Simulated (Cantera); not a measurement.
A freely propagating, adiabatic, planar premixed flame of 55.7 % H₂, 9.30 % O₂, 35.0 % N₂, equivalence ratio 3.0, unburnt at 675 K and 0.128 atm; mixture-averaged transport, grid criteria slope 0.08 and curve 0.16, no radiation.

Detailed kinetics in Cantera: the H2/O2 subset of GRI-Mech 3.0, which has no nitrogen chemistry. Burning velocities carry a grid error of a few per cent, more on coarse grids.

Q: Predict: laminar burning velocity; thermal thickness; peak x(H₂O₂); peak x(HO₂); peak x(OH).

A: 
* **laminar burning velocity**: 773 cm/s
* **thermal thickness**: 7.30 mm
* **peak x(H₂O₂)**: 1.51e-7
* **peak x(HO₂)**: 2.54e-5
* **peak x(OH)**: 0.00175
